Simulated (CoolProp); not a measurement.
Vapour-liquid equilibrium of hydrogen sulfide (1) + toluene (2) at 53.45 °C; x and y are mole fractions of (1).

The numbers come from the multi-fluid Helmholtz-energy mixture model, Lemmon 2006 and Lemmon 2006; pair parameters Bell 2016 in CoolProp.

```
x     bubble pressure (MPa)  y at the bubble point  dew pressure at overall composition x (MPa)  liquid density (mol/L)
----  ---------------------  ---------------------  -------------------------------------------  ----------------------
0.05                 0.1880                  0.924                                      0.01496                   9.386
0.2                  0.6290                  0.978                                      0.01778                   10.46
0.35                  1.054                  0.987                                      0.02189                   11.75
0.5                   1.538                  0.992                                      0.02847                   13.31
0.65                  2.114                  0.995                                      0.04069                   15.19
0.8                   2.786                  0.997                                      0.07127                   17.43
0.95                  3.539                  0.999                                       0.2857                   19.81
```

No azeotrope shows between x = 0.05 and 0.95.

Pair parameters are fitted to limited data, so mixtures are less certain than the pure fluids.
